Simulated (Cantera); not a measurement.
A perfectly stirred reactor is fed with 61.0 % C2H6, 39.0 % H2, at 27.0 Pa; it is held at 1523 K, and followed from long to short residence time.

Model: GRI-Mech 3.0 (53 species, 325 reactions), integrated in Cantera. GRI-Mech 3.0 stops at C3 and has no aromatics, soot or wall deposition, so with more carbon than oxygen in the feed, carbon stays in small species such as C2H2 where larger ones or solid carbon would form. Radical loss at walls, strong at low pressure, is not modelled.

Task: Predict: x(C2H6) at τ = 24.0 s; x(H2) at τ = 24.0 s; x(CH2) at τ = 24.0 s; x(CH3) at τ = 24.0 s; x(H) at τ = 24.0 s; x(C2H6) at τ = 0.110 s; x(H2) at τ = 0.110 s; x(CH2) at τ = 0.110 s; x(CH3) at τ = 0.110 s; x(H) at τ = 0.110 s.

Result: x(C2H6) at τ = 24.0 s: 0.000455
x(H2) at τ = 24.0 s: 0.650
x(CH2) at τ = 24.0 s: 1.85e-6
x(CH3) at τ = 24.0 s: 0.00325
x(H) at τ = 24.0 s: 0.00113
x(C2H6) at τ = 0.110 s: 0.0758
x(H2) at τ = 0.110 s: 0.415
x(CH2) at τ = 0.110 s: 1.46e-5
x(CH3) at τ = 0.110 s: 0.0362
x(H) at τ = 0.110 s: 0.00151
